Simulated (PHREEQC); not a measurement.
City or well water: speciation

Synthetic water in mg/kgw, 20 °C, pH 8.31, pe -0:

```tsv
constituent	mg/kgw
Na	30.5
K	20.9
Ca	10.6
Mg	1.65
Cl	45.6
S(6) as SO4	11.5
Alkalinity as HCO3	59
N(-3) as NH4	0.214
```

Valence states are taken as typed.

Equilibrium calculation in PHREEQC: ion-association model, phreeqc.dat.

Precipitation was switched off in this run.

Task: Estimate the specific conductance, charge-balance error.

Result: specific conductance 257 µS/cm; charge-balance error 0.9 %.

Task: In which forms is C present?

Result: HCO3- 97 %, CO2 1.1 %, CO3-2 1.0 % of the C.
